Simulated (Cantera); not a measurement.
Input (Python, Cantera) and output of one run.

```python
import numpy as np
import cantera as ct

gas_names = """
    O2 PbO TaO2 AL2O TiO B2O3
""".split()
cond_names = """
    Pb(cr) Pb(L) Ta(cr) Ta(L) AL(cr) AL(L) Ti(a) Ti(b) Ti(L) B(b) B(L) Ti2O3(a) Ti2O3(b) Ti2O3(L)
""".split()


# ... load() reads the species with a 1 bar reference pressure and builds the phases ...
species = {s.name: s for s in load("nasa_gas.yaml", gas_names) + load("nasa_condensed.yaml", cond_names)}
# Each term lists the table entries of one substance; the one whose range holds T is used.
reactions = {
    '2 Pb + O2(g) = 2 PbO(g)':
        [(-2, ['Pb(cr)', 'Pb(L)']), (-1, ['O2']), (2, ['PbO'])],
    'Ta + O2(g) = TaO2(g)':
        [(-1, ['Ta(cr)', 'Ta(L)']), (-1, ['O2']), (1, ['TaO2'])],
    '4 Al + O2(g) = 2 Al2O(g)':
        [(-4, ['AL(cr)', 'AL(L)']), (-1, ['O2']), (2, ['AL2O'])],
    '2 Ti + O2(g) = 2 TiO(g)':
        [(-2, ['Ti(a)', 'Ti(b)', 'Ti(L)']), (-1, ['O2']), (2, ['TiO'])],
    '1.333 B + O2(g) = 0.6667 B2O3(g)':
        [(-1.3333333333333333, ['B(b)', 'B(L)']), (-1, ['O2']), (0.6666666666666666, ['B2O3'])],
    '1.333 Ti + O2(g) = 0.6667 Ti2O3':
        [(-1.3333333333333333, ['Ti(a)', 'Ti(b)', 'Ti(L)']), (-1, ['O2']), (0.6666666666666666, ['Ti2O3(a)', 'Ti2O3(b)', 'Ti2O3(L)'])],
}


def pick(names, T):
    return next(species[n] for n in names if species[n].thermo.min_temp <= T <= species[n].thermo.max_temp)


results = []
for label, terms in reactions.items():
    print(label)
    print("     T/K   dH/kJ  dS/(J/K)   dG/kJ   log10 K")
    for T in [873, 923, 973, 1023, 1073, 1123, 1173, 1223, 1273, 1323, 1373]:
        used = [(nu, pick(names, T)) for nu, names in terms]
        dH = sum(nu * s.thermo.h(T) for nu, s in used) / 1e6
        dS = sum(nu * s.thermo.s(T) for nu, s in used) / 1e3
        dG = dH - T * dS / 1e3
        logK = -dG * 1e6 / (ct.gas_constant * T * np.log(10))
        results.append((label, T, dH, dS, dG, logK, [s.name for _, s in used]))
        print(f"{T:8g} {dH:8.1f} {dS:8.1f} {dG:8.1f} {logK:8.2f}")
```

Result:

```
2 Pb + O2(g) = 2 PbO(g)
     T/K   dH/kJ  dS/(J/K)   dG/kJ   log10 K
     873    119.8    108.9     24.7    -1.48
     923    118.8    107.8     19.3    -1.09
     973    117.8    106.7     14.0    -0.75
    1023    116.8    105.8      8.6    -0.44
    1073    115.9    104.8      3.4    -0.16
    1123    114.9    104.0     -1.8     0.09
    1173    114.0    103.1     -7.0     0.31
    1223    113.0    102.4    -12.1     0.52
    1273    112.1    101.6    -17.2     0.71
    1323    111.2    100.9    -22.3     0.88
    1373    110.3    100.2    -27.3     1.04
Ta + O2(g) = TaO2(g)
     T/K   dH/kJ  dS/(J/K)   dG/kJ   log10 K
     873   -205.0     25.5   -227.3    13.60
     923   -205.4     25.1   -228.5    12.93
     973   -205.7     24.7   -229.8    12.33
    1023   -206.1     24.3   -231.0    11.79
    1073   -206.4     24.0   -232.2    11.30
    1123   -206.8     23.7   -233.4    10.86
    1173   -207.2     23.3   -234.6    10.45
    1223   -207.6     23.0   -235.7    10.07
    1273   -208.0     22.7   -236.9     9.72
    1323   -208.4     22.4   -238.0     9.40
    1373   -208.8     22.1   -239.1     9.10
4 Al + O2(g) = 2 Al2O(g)
     T/K   dH/kJ  dS/(J/K)   dG/kJ   log10 K
     873   -307.1    156.8   -444.0    26.57
     923   -309.4    154.2   -451.8    25.57
     973   -354.4    106.1   -457.6    24.57
    1023   -356.4    104.1   -462.9    23.63
    1073   -358.4    102.2   -468.0    22.78
    1123   -360.4    100.3   -473.1    22.00
    1173   -362.4     98.6   -478.1    21.29
    1223   -364.5     96.9   -482.9    20.63
    1273   -366.5     95.3   -487.7    20.01
    1323   -368.5     93.7   -492.5    19.44
    1373   -370.5     92.2   -497.1    18.91
2 Ti + O2(g) = 2 TiO(g)
     T/K   dH/kJ  dS/(J/K)   dG/kJ   log10 K
     873     99.0    182.7    -60.5     3.62
     923     97.9    181.5    -69.6     3.94
     973     96.8    180.2    -78.6     4.22
    1023     95.5    179.0    -87.6     4.47
    1073     94.0    177.6    -96.5     4.70
    1123     92.2    175.9   -105.3     4.90
    1173     82.8    167.7   -114.0     5.07
    1223     81.9    167.0   -122.3     5.22
    1273     81.0    166.3   -130.7     5.36
    1323     80.1    165.6   -139.0     5.49
    1373     79.0    164.8   -147.2     5.60
1.333 B + O2(g) = 0.6667 B2O3(g)
     T/K   dH/kJ  dS/(J/K)   dG/kJ   log10 K
     873   -558.9    -26.2   -536.0    32.07
     923   -559.1    -26.4   -534.7    30.26
     973   -559.3    -26.6   -533.4    28.63
    1023   -559.5    -26.9   -532.0    27.16
    1073   -559.7    -27.1   -530.7    25.83
    1123   -560.0    -27.3   -529.3    24.62
    1173   -560.2    -27.5   -527.9    23.51
    1223   -560.4    -27.7   -526.6    22.49
    1273   -560.7    -27.9   -525.2    21.55
    1323   -560.9    -28.1   -523.8    20.68
    1373   -561.2    -28.3   -522.4    19.87
1.333 Ti + O2(g) = 0.6667 Ti2O3
     T/K   dH/kJ  dS/(J/K)   dG/kJ   log10 K
     873  -1002.7   -175.1   -849.8    50.85
     923  -1001.7   -174.0   -841.1    47.60
     973  -1000.7   -173.0   -832.4    44.69
    1023   -999.8   -172.0   -823.8    42.06
    1073   -999.0   -171.2   -815.2    39.69
    1123   -998.4   -170.7   -806.7    37.52
    1173  -1002.9   -174.6   -798.1    35.54
    1223  -1001.6   -173.5   -789.4    33.71
    1273  -1000.4   -172.5   -780.7    32.04
    1323   -999.2   -171.6   -772.1    30.48
    1373   -998.0   -170.8   -763.6    29.05
```

Cantera with NASA thermochemical tables; ideal gases at 1 bar, condensed phases pure. Condensed species are held in their standard states even where they would react or evaporate.
